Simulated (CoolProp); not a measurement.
Vapour-liquid equilibrium of n-pentane (1) + benzene (2) at 432.2 K; x and y are mole fractions of (1).

The numbers come from the multi-fluid Helmholtz-energy mixture model, Thol 2019 and Thol 2012; pair parameters Bell 2016 in CoolProp.

| x | bubble pressure, mixture model (kPa) | bubble pressure, Raoult's law (kPa) | y, mixture model | y, Raoult's law |
|---|---|---|---|---|
| 0.05 | 781.6 | 755.4 | 0.136 | 0.123 |
| 0.125 | 896.5 | 842.6 | 0.284 | 0.276 |
| 0.2 | 1000 | 929.7 | 0.394 | 0.400 |
| 0.275 | 1096 | 1017 | ? | 0.503 |
| 0.35 | 1184 | 1104 | ? | 0.589 |
| 0.425 | 1268 | 1191 | 0.614 | 0.663 |
| 0.5 | 1348 | 1278 | 0.670 | 0.727 |
| 0.575 | 1426 | 1365 | 0.722 | 0.783 |
| 0.65 | 1503 | 1452 | 0.772 | 0.832 |
| 0.725 | ? | 1540 | 0.820 | 0.875 |
| 0.8 | 1654 | 1627 | 0.868 | 0.914 |
| 0.875 | 1731 | 1714 | 0.917 | 0.949 |
| 0.95 | 1807 | 1801 | 0.966 | 0.981 |

**Question.** Fill in the missing entries.

**Answer.** 
- 0.275, y, mixture model: 0.480
- 0.35, y, mixture model: 0.552
- 0.725, bubble pressure, mixture model (kPa): 1579

The largest gap from Raoult's law is +7.8 % in bubble pressure, at x = 0.275. No azeotrope shows between x = 0.05 and 0.95.

The pair parameters rest on a limited set of measurements; away from them the model extrapolates.
